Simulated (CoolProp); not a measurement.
Vapour-liquid equilibrium of dimethyl ether (1) + R227EA (2) at 296.6 K; x and y are mole fractions of (1).

Values from CoolProp's multi-fluid Helmholtz-energy mixture model, Wu 2011 and Lemmon 2016; pair parameters Bell 2016.

| x | bubble pressure (MPa) | y at the bubble point | dew pressure at overall composition x (MPa) | liquid density (mol/L) |
|---|---|---|---|---|
| 0.05 | 0.4174 | 0.023 | 0.4041 | (withheld) |
| 0.125 | 0.3945 | 0.075 | 0.3814 | 8.843 |
| 0.2 | 0.3765 | (withheld) | 0.3699 | 9.231 |
| 0.275 | (withheld) | 0.249 | 0.3646 | 9.627 |
| 0.35 | 0.3639 | 0.361 | 0.3637 | 10.03 |
| 0.425 | 0.3705 | 0.478 | 0.3664 | 10.45 |
| 0.5 | 0.3847 | 0.590 | 0.3726 | 10.88 |
| 0.575 | 0.4050 | 0.690 | 0.3822 | 11.33 |
| 0.65 | 0.4297 | 0.774 | 0.3959 | 11.81 |
| 0.725 | 0.4571 | 0.842 | 0.4144 | 12.30 |
| 0.8 | 0.4860 | (withheld) | (withheld) | 12.83 |
| 0.875 | 0.5154 | 0.942 | 0.4734 | 13.39 |
| 0.95 | 0.5448 | 0.979 | 0.5212 | 13.99 |

What belongs in the gaps?


- 0.05, liquid density (mol/L): 8.457
- 0.2, y at the bubble point: 0.151
- 0.275, bubble pressure (MPa): 0.3659
- 0.8, y at the bubble point: 0.897
- 0.8, dew pressure at overall composition x (MPa): 0.4393

y crosses x between x = 0.275 and 0.35: the model has an azeotrope there.

Pair parameters are fitted to limited data, so mixtures are less certain than the pure fluids.
